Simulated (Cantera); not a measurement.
Feed: 1 mol FeCl2, 0.035 mol HCl, 0.24 mol N2, 34 mol H2, at 0.00133 bar.

Cantera equilibrium calculation (NASA polynomials, part measured and part estimated; ideal gas, pure solids and liquids). Candidate condensed phases: Fe, FeCl2, FeCl3, NH4Cl; 18 gas species. The numbers say what is thermodynamically allowed, not how fast it happens.

Q: Which condensed phases are stable at each of these points (T (K)): 850, 950, 1050, 1150, 1250, 1350, 1450, 1550, 1650, 1750, 1850?

A: 
| T (K) | condensed phases | Fe condensed (%) |
|---|---|---|
| 850 | Fe(α) | 99.1 |
| 950 | Fe(α) | 98.4 |
| 1050 | Fe(α) | 97.4 |
| 1150 | Fe(α) | 96.3 |
| 1250 | Fe(γ) | 95.1 |
| 1350 | Fe(γ) | 93.9 |
| 1450 | Fe(γ) | 92.5 |
| 1550 | Fe(γ) | 90.3 |
| 1650 | Fe(γ) | 83.1 |
| 1750 | Fe(δ) | 51.8 |
| 1850 | gas only | 0.0 |

From 850 K to 1150 K the condensed part is Fe(α). From 1250 K to 1650 K the condensed part is Fe(γ). At 1750 K the condensed part is Fe(δ). At 1850 K nothing is condensed.
